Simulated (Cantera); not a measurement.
Feed: 1 mol c-C4F8, 0.081 mol HCl, held at 0.133 bar.

Cantera equilibrium calculation (NASA polynomials, part measured and part estimated; ideal gas, pure solids and liquids). Candidate condensed phases: C, C6H6, C7H8, C8H18; 118 gas species. The feed counts by its element totals alone. Gases not in the tables: C2F6 and larger saturated fluorocarbons. Equilibrium is a limit: real reactors are often held back by kinetics, nucleation or transport. All values below are at 1377 °C.

Base state: CF4 0.927, HF 0.0371, Cl 0.0247, CClF3 0.00479, Cl2 0.00379, HCl 0.000974, CF2 0.000860, CF3 0.000256 (mole fractions); condensed: C(graphite).

Q: What changes in the equilibrium state with this change: HCl from 0.081 to 0.015 mol?

A: 
| species | before | after |
|---|---|---|
| CF4 | 0.927 | 0.984 |
| HF | 0.0371 | 0.00736 |
| Cl | 0.0247 | 0.00577 |
| HCl | 0.000974 | 4.44e-5 |
| Cl2 | 0.00379 | 0.000207 |
| C(graphite), mol | 2.02 | 2.00 |
